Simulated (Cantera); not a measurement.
A perfectly stirred reactor is fed with 2.08 % C2H6, 97.9 % N2, at 100.0 Torr; it is held at 1200 K, and followed from long to short residence time.

Computed with Cantera and GRI-Mech 3.0 (53 species, 325 reactions). GRI-Mech 3.0 stops at C3 and has no aromatics, soot or wall deposition, so with more carbon than oxygen in the feed, carbon stays in small species such as C2H2 where larger ones or solid carbon would form.

Q: Predict: x(C2H6) at τ = 0.910 s; x(C2H2) at τ = 0.910 s; x(CH4) at τ = 0.910 s; x(C2H6) at τ = 9.90 ms; x(CH2) at τ = 9.90 ms; x(C2H2) at τ = 9.90 ms; x(CH4) at τ = 9.90 ms.

A: 
```json
{
  "x(C2H6) at τ = 0.910 s": "0.00131",
  "x(C2H2) at τ = 0.910 s": "0.0102",
  "x(CH4) at τ = 0.910 s": "0.00297",
  "x(C2H6) at τ = 9.90 ms": "0.0187",
  "x(CH2) at τ = 9.90 ms": "3.08e-9",
  "x(C2H2) at τ = 9.90 ms": "3.14e-5",
  "x(CH4) at τ = 9.90 ms": "0.000186"
}
```
